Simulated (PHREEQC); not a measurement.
Consider water at 20 °C with 0.013 mol/kgw KH2PO4. Closed to the air; pH follows from the charge balance.

All values are PHREEQC results (ion-association model, wateq4f.dat), not measurements.

```
quantity           before    after
----------------  -------  -------
pH                   4.69     5.07
HPO4-2 (mol/kgw)  5.39e-5  1.03e-5
KHPO4- (mol/kgw)  8.66e-7  2.22e-8
```

**Question.** What was changed between the two runs?
(A) diluted 10-fold with water
(B) temperature from 20 to 60 °C
(C) KH2PO4 replaced by K3PO4 at the same molality
(D) 0.00095 mol/kgw Na2SiO3 added
(E) temperature from 20 to 80 °C

**Answer.** A, diluted 10-fold with water

This is a speciation only: nothing precipitates in the calculation. H3PO4, which wateq4f.dat lacks, is added to it with the constant of phreeqc.dat.
